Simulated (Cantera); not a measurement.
A Cantera script and what it prints.

```python
import numpy as np
import cantera as ct

gas_names = """
    CL CL2 H HCL H2 Si SiCL SiCL2 SiCL3 SiCL4 SiH SiHCL3 SiH2 SiH2CL2 SiH3 SiH3CL SiH4 Si2 Si3
""".split()
cond_names = """
    Si(cr) Si(L)
""".split()


def load(file, names, dense=False):
    # The tables refer to 1 bar. Condensed volumes are neglected.
    table = {s.name: s for s in ct.Species.list_from_file(file)}
    out = []
    for n in names:
        d = dict(table[n].input_data)
        d["thermo"] = dict(d["thermo"], **{"reference-pressure": 1e5})
        if dense:
            d["equation-of-state"] = {"model": "constant-volume", "density": "1e6 g/cm^3"}
        out.append(ct.Species.from_dict(d))
    return out


gas = ct.Solution(thermo="ideal-gas", species=load("nasa_gas.yaml", gas_names))
cond = {s.name: ct.Solution(thermo="fixed-stoichiometry", species=[s], name=s.name)
        for s in load("nasa_condensed.yaml", cond_names, dense=True)}
atoms = {
    'Si2H6': {'Si': 2, 'H': 6},
    'HCl': {'H': 1, 'CL': 1},
    'H2': {'H': 2},
}
top_T = {}  # K; cautious upper limits of use, not melting points


def equilibrate(T, P, feed):
    n = {}
    for name, mol in feed.items():
        for a, k in atoms[name].items():
            n[a] = n.get(a, 0.0) + k * mol
    gas.TPX = T, P, n
    mass = sum(n.values()) * gas.mean_molecular_weight
    gas.equilibrate("TP")
    valid = [c for c in cond.values() if c.min_temp <= T <= top_T.get(c.name, c.max_temp)]
    mix = ct.Mixture([(gas, mass / gas.mean_molecular_weight)] + [(c, 0.0) for c in valid])
    mix.T, mix.P = T, P
    mix.equilibrate("TP", solver="vcs", rtol=1e-11, max_steps=5000)
    return mix


results = []
T = 1098.15  # K
P = 13000  # Pa
for m in [16, 37, 59, 80, 100, 120, 150, 170, 190, 210, 230, 250, 270]:
    feed = {'Si2H6': 1, 'HCl': 0.9, 'H2': m}  # mol
    mix = equilibrate(T, P, feed)
    results.append((T, P, feed, dict(zip(mix.species_names, mix.species_moles))))

top = {s: max(r[3][s] / sum(r[3][g] for g in gas_names) for r in results) for s in gas_names}
cols = sorted((s for s in top if top[s] > 1e-05), key=lambda s: -top[s])[:9]
seen = [c for c in cond_names if any(r[3].get(c, 0) > 1e-12 for r in results)]
print("log10 of partial pressures in bar; condensed amounts in mol")
print(f"{'n(H2)':>10s}" + "".join(f"{s[:9]:>10s}" for s in cols + seen))
for T, P, feed, n in results:
    ng = sum(n[g] for g in gas_names)
    print(f"{feed['H2']:10.4g}" + "".join(f"{np.log10(max(n[s] / ng * P / 1e5, 1e-99)):10.3f}" for s in cols)
          + "".join(f"{n.get(c, 0):10.4g}" for c in seen))
```

Output:

```
log10 of partial pressures in bar; condensed amounts in mol
     n(H2)        H2       HCL     SiCL4    SiHCL3     SiCL2     SiCL3   SiH2CL2    Si(cr)
        16    -0.898    -2.616    -3.311    -3.430    -4.026    -4.242    -4.471     1.841
        37    -0.893    -2.758    -3.891    -3.862    -4.316    -4.677    -4.756     1.889
        59    -0.891    -2.865    -4.322    -4.185    -4.531    -5.000    -4.970     1.921
        80    -0.890    -2.949    -4.658    -4.436    -4.699    -5.253    -5.137     1.941
       100    -0.889    -3.017    -4.934    -4.643    -4.837    -5.460    -5.274     1.954
       120    -0.889    -3.078    -5.178    -4.826    -4.959    -5.642    -5.395     1.963
       150    -0.888    -3.157    -5.496    -5.064    -5.118    -5.881    -5.554     1.972
       170    -0.888    -3.204    -5.682    -5.203    -5.211    -6.020    -5.647     1.976
       190    -0.888    -3.246    -5.852    -5.331    -5.296    -6.148    -5.732     1.979
       210    -0.888    -3.285    -6.008    -5.448    -5.374    -6.265    -5.809     1.982
       230    -0.888    -3.321    -6.152    -5.556    -5.446    -6.373    -5.881     1.984
       250    -0.888    -3.354    -6.285    -5.656    -5.513    -6.473    -5.948     1.986
       270    -0.887    -3.385    -6.410    -5.749    -5.575    -6.566    -6.010     1.987
```

These are equilibrium values from Cantera (NASA tables, ideal gas, pure condensed phases), not measurements of a reactor. The feed counts by its element totals alone. The tables' values for SiCl3 are old estimates; treat these amounts as uncertain.
